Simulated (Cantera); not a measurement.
Charge: 1 mol FeS, 0.3 mol H2, 27 mol N2, at 1330 Pa.

Equilibrium computed with Cantera from the NASA thermochemical tables; the gas is ideal and each condensed phase is pure. Candidate condensed phases: Fe, FeS, FeS2, S; 16 gas species. Metal and sulfide melt together well below either melting point, which pure phases cannot show. Mutual solubility and eutectic melting of coexisting phases are not modelled. FeS: taken at fixed stoichiometry. Gases not in the tables: S3 to S7. Rates play no part.

Question: Which condensed phases are stable at each of these points (T (K)): 1225, 1275, 1325, 1375, 1425, 1475, 1525, 1575, 1625, 1675?

Answer: 
```tsv
T (K)	condensed phases	Fe condensed (%)
1225	Fe(γ) + FeS(s)	100.0
1275	Fe(γ) + FeS(s)	100.0
1325	Fe(γ) + FeS(s)	100.0
1375	Fe(γ) + FeS(s)	100.0
1425	Fe(γ) + FeS(s)	100.0
1475	Fe(γ) + FeS(l)	100.0
1525	Fe(γ) + FeS(l)	99.9
1575	Fe(γ) + FeS(l)	99.9
1625	Fe(γ) + FeS(l)	99.6
1675	Fe(δ) + FeS(l)	99.1
```

From 1225 K to 1425 K the condensed part is Fe(γ) + FeS(s). From 1475 K to 1625 K the condensed part is Fe(γ) + FeS(l). At 1675 K the condensed part is Fe(δ) + FeS(l).
